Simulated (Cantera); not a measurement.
**Hydrogen reduction and annealing atmospheres: V2O3 + H2 + H2O**

Input: 1 mol V2O3, 480 mol H2, 0.68 mol H2O, held at 0.0133 bar.

Equilibrium computed with Cantera from the NASA thermochemical tables; the gas is ideal and each condensed phase is pure. Candidate condensed phases: H2O, V, VO, V2O3, V2O4, V2O5; 12 gas species. Mutual solubility and eutectic melting of coexisting phases are not modelled. VO: taken at fixed stoichiometry. Condensed phases not in the tables: the oxides between V2O3 and V2O5 other than VO2. Equilibrium is a limit: real reactors are often held back by kinetics, nucleation or transport.

```json
[
 {"T (K)": "748", "log p H2": "-1.88", "log p H2O": "-4.72", "log p H": "-13.48", "log p VO2": "<-13", "log p OH": "<-13", "log p VO": "<-13", "n V2O3(s)": "1.00", "n VO(s)": "0"},
 {"T (K)": "848", "log p H2": "-1.88", "log p H2O": "-4.72", "log p H": "-11.66", "log p VO2": "<-13", "log p OH": "<-13", "log p VO": "<-13", "n V2O3(s)": "1.00", "n VO(s)": "0"},
 {"T (K)": "948", "log p H2": "-1.88", "log p H2O": "-4.72", "log p H": "-10.22", "log p VO2": "<-13", "log p OH": "<-13", "log p VO": "<-13", "n V2O3(s)": "1.00", "n VO(s)": "0"},
 {"T (K)": "1048", "log p H2": "-1.88", "log p H2O": "-4.72", "log p H": "-9.05", "log p VO2": "<-13", "log p OH": "<-13", "log p VO": "<-13", "n V2O3(s)": "1.00", "n VO(s)": "0"},
 {"T (K)": "1148", "log p H2": "-1.88", "log p H2O": "-4.72", "log p H": "-8.08", "log p VO2": "<-13", "log p OH": "-13.16", "log p VO": "<-13", "n V2O3(s)": "1.00", "n VO(s)": "0"},
 {"T (K)": "1248", "log p H2": "-1.88", "log p H2O": "-4.72", "log p H": "-7.27", "log p VO2": "-12.99", "log p OH": "-12.11", "log p VO": "<-13", "n V2O3(s)": "1.00", "n VO(s)": "0"},
 {"T (K)": "1348", "log p H2": "-1.88", "log p H2O": "-4.72", "log p H": "-6.57", "log p VO2": "-11.49", "log p OH": "-11.21", "log p VO": "-12.37", "n V2O3(s)": "0.997", "n VO(s)": "0.00661"},
 {"T (K)": "1448", "log p H2": "-1.88", "log p H2O": "-4.44", "log p H": "-5.97", "log p VO2": "-10.07", "log p OH": "-10.16", "log p VO": "-10.94", "n V2O3(s)": "0.383", "n VO(s)": "1.23"},
 {"T (K)": "1548", "log p H2": "-1.88", "log p H2O": "-4.33", "log p H": "-5.45", "log p VO2": "-8.97", "log p OH": "-9.38", "log p VO": "-9.70", "n V2O3(s)": "0", "n VO(s)": "2.00"}
]
```
log p: log10 of the partial pressure in bar; n: condensed amount in mol.

From 748 K to 1248 K the condensed part is V2O3(s). From 1348 K to 1448 K the condensed part is VO(s) + V2O3(s). At 1548 K the condensed part is VO(s).
